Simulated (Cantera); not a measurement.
Mixture: CH₄ : O₂ : N₂ : H₂O = 1 : 3.57 : 13.4 : 2.5 (molar parts), at 1.01 bar, adiabatic and at constant volume. Ignition delay is the time to a rise of 400 K.

Computed with Cantera and GRI-Mech 3.0 (53 species, 325 reactions).

Q: What does this change do: pressure from 1.01 bar to 5.00 bar?

A: 
| quantity | before | after |
|---|---|---|
| delay at 1225 K | 29.3 ms | 5.99 ms |
| delay at 1425 K | 2.50 ms | 0.665 ms |
| delay at 1625 K | 0.357 ms | 99.8 µs |
| delay at 1825 K | 86.2 µs | 21.7 µs |
| apparent activation energy between 1725 and 1925 K | 170 kJ/mol | 180 kJ/mol |
